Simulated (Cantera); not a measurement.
Input: 1 mol B2H6, a varied amount of H2O, 4.4 mol H2, equilibrated at 1352 °C and 0.280 bar.

Method: chemical equilibrium by Gibbs-energy minimisation in Cantera with the NASA 1993 tables (ideal gas, pure condensed phases). Candidate condensed phases: B, B2O3, B3O3H3, H2O; 23 gas species. The feed counts by its element totals alone. Gases not in the tables: H3BO3. Rates play no part.

Question: At 7.8 mol H2O, list the 5 most abundant gas species with their mole fractions, and the condensed phases.

Answer: H2 0.661, H2O 0.272, HBO2 0.0660, B2O3 0.000812, (HBO2)3 0.000258. Condensed: B2O3(l).
